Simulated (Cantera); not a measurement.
A closed system holds: 1 mol H2S, 1 mol H2O, 3.2 mol O2, equilibrated at 1823 K and 1 atm.

Cantera equilibrium calculation (NASA polynomials, part measured and part estimated; ideal gas, pure solids and liquids). Candidate condensed phases: H2O, H2SO4, S; 19 gas species. The numbers say what is thermodynamically allowed, not how fast it happens.

Base state: H2O 0.425, O2 0.361, SO2 0.212, OH 0.00186, SO3 0.00124, O 9.00e-5, H2 4.67e-5 (mole fractions); condensed: gas only.

What changes in the equilibrium state with this change: H2S replaced by CO2?


| species | before | after |
|---|---|---|
| O2 | 0.361 | 0.615 |
| CO2 | 0 | 0.192 |
| H2O | 0.425 | 0.191 |
| SO2 | 0.212 | 0 |
| SO3 | 0.00124 | 0 |
| CO | 0 | 6.34e-5 |
| H2 | 4.67e-5 | 1.61e-5 |
| O | 9.00e-5 | 0.000118 |
Further candidate phases: C, C6H6, C7H8, C8H18.
